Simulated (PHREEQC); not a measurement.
## Phosphoric acid bath (model solution)

Dissolve 0.021 mol KH2PO4 and 7.3e-05 mol HF per kg of water at 24 °C. Closed to the air; pH follows from the charge balance.

Equilibrium calculation in PHREEQC: ion-association model, phreeqc.dat.

Precipitation was switched off in this run.

Question: Predict the pH, specific conductance.

Answer: pH 4.47; specific conductance 1980 µS/cm.

Question: In which forms is F present?

Answer: F- 96 %, HF 4.1 % of the F.
